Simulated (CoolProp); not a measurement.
Vapour-liquid equilibrium of hydrogen sulfide (1) + isobutane (2) at 277 K; x and y are mole fractions of (1).

Values from CoolProp's multi-fluid Helmholtz-energy mixture model, Lemmon 2006 and Bücker 2006; pair parameters Kunz 2012.

| x | bubble pressure (bar) | y at the bubble point | dew pressure at overall composition x (bar) | liquid density (mol/L) |
|---|---|---|---|---|
| 0.05 | 2.575 | 0.321 | 1.885 | 10.24 |
| 0.15 | 4.119 | 0.603 | 2.094 | 10.95 |
| 0.25 | 5.515 | 0.725 | 2.352 | 11.74 |
| 0.35 | 6.693 | 0.791 | 2.681 | 12.62 |
| 0.45 | 7.656 | 0.833 | 3.113 | 13.63 |
| 0.55 | 8.454 | 0.864 | 3.707 | 14.80 |
| 0.65 | 9.151 | 0.890 | 4.570 | 16.19 |
| 0.75 | 9.807 | 0.915 | 5.917 | 17.87 |
| 0.85 | 10.47 | 0.944 | 8.090 | 19.95 |
| 0.95 | 11.17 | 0.979 | 10.60 | 22.60 |

No azeotrope shows between x = 0.05 and 0.95.

The pair parameters rest on a limited set of measurements; away from them the model extrapolates.
